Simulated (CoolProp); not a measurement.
Computed with CoolProp (reference Helmholtz-energy equation of state, Thol 2014).

Question: Give the vapour pressure (kPa), vapour density (kg/m³), enthalpy of vaporisation (kJ/kg), liquid cp (kJ/(kg K)) of saturated diethyl ether at 54.65, 108.75, 124.15 °C.

Answer: 
```
T (°C)  p (kPa)  vapour density (kg/m³)  enthalpy of vaporisation (kJ/kg)  liquid cp (kJ/(kg K))
------  -------  ----------------------  --------------------------------  ---------------------
54.65       197                    5.78                               340                   2.45
108.75      795                    22.7                               280                   2.72
124.15     1100                    31.9                               258                   2.83
```
